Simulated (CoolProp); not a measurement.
Model: reference Helmholtz-energy equation of state, Thol 2021, in CoolProp.

Question: Give the vapour pressure (MPa), liquid density (kg/m³), vapour density (kg/m³), enthalpy of vaporisation (kJ/kg) of saturated chlorine at 295.2 K.

Answer: 
```json
[
 {"T (K)": "295.2", "p (MPa)": "0.715", "liquid density (kg/m³)": "1400", "vapour density (kg/m³)": "23.0", "enthalpy of vaporisation (kJ/kg)": "250"}
]
```
